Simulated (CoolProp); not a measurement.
Vapour-liquid equilibrium of propylene (1) + R114 (2) at 7.16 bar; x and y are mole fractions of (1).

The numbers come from the multi-fluid Helmholtz-energy mixture model, Lemmon 2013 and Platzer 1990; pair parameters Bell 2016 in CoolProp. This equation is an older, rougher fit; its heat capacities, sound speeds and derivatives of the liquid may be far off and weren't checked against measurements.

```
x     bubble temperature (°C)  y at the bubble point  dew temperature at overall composition x (°C)  liquid density (mol/L)
----  -----------------------  ---------------------  ---------------------------------------------  ----------------------
0.05                     61.7                  0.171                                           66.7                   7.897
0.15                     49.4                  0.433                                           62.6                   8.387
0.25                     39.4                  0.605                                           58.3                   8.857
0.35                     31.6                  0.716                                           53.6                   9.310
0.45                     25.6                  0.789                                           48.5                   9.757
0.55                     21.0                  0.842                                           42.8                   10.21
0.65                     17.2                  0.883                                           36.3                   10.69
0.75                     14.0                  0.917                                           28.9                   11.20
0.85                     11.1                  0.949                                           20.3                   11.76
0.95                      8.4                  0.982                                           11.0                   12.38
```

No azeotrope shows between x = 0.05 and 0.95.

Pair parameters are fitted to limited data, so mixtures are less certain than the pure fluids.
